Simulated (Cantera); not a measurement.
Charge: 1 mol n-butane, 1.3 mol CO2, 27 mol H2, held at 73.0 bar.

Equilibrium computed with Cantera from the NASA thermochemical tables; the gas is ideal and each condensed phase is pure. Candidate condensed phases: C, C6H6, C7H8, C8H18, H2O; 110 gas species. The ideal-gas law is rough above about 30 bar. The numbers say what is thermodynamically allowed, not how fast it happens.

### Question
Which condensed phases are stable at each of these points (T (K)): 1023, 1123, 1223, 1323, 1423, 1523, 1623, 1723, 1823, 1923, 2023, 2123, 2223, 2323?

### Answer
```json
[
 {"T (K)": "1023", "condensed phases": "gas only", "C condensed (%)": "0.0"},
 {"T (K)": "1123", "condensed phases": "gas only", "C condensed (%)": "0.0"},
 {"T (K)": "1223", "condensed phases": "gas only", "C condensed (%)": "0.0"},
 {"T (K)": "1323", "condensed phases": "gas only", "C condensed (%)": "0.0"},
 {"T (K)": "1423", "condensed phases": "gas only", "C condensed (%)": "0.0"},
 {"T (K)": "1523", "condensed phases": "gas only", "C condensed (%)": "0.0"},
 {"T (K)": "1623", "condensed phases": "C(graphite)", "C condensed (%)": "6.5"},
 {"T (K)": "1723", "condensed phases": "C(graphite)", "C condensed (%)": "17.9"},
 {"T (K)": "1823", "condensed phases": "C(graphite)", "C condensed (%)": "25.8"},
 {"T (K)": "1923", "condensed phases": "C(graphite)", "C condensed (%)": "31.3"},
 {"T (K)": "2023", "condensed phases": "C(graphite)", "C condensed (%)": "34.8"},
 {"T (K)": "2123", "condensed phases": "C(graphite)", "C condensed (%)": "36.8"},
 {"T (K)": "2223", "condensed phases": "C(graphite)", "C condensed (%)": "37.4"},
 {"T (K)": "2323", "condensed phases": "C(graphite)", "C condensed (%)": "36.7"}
]
```

From 1023 K to 1523 K nothing is condensed. From 1623 K to 2323 K the condensed part is C(graphite).
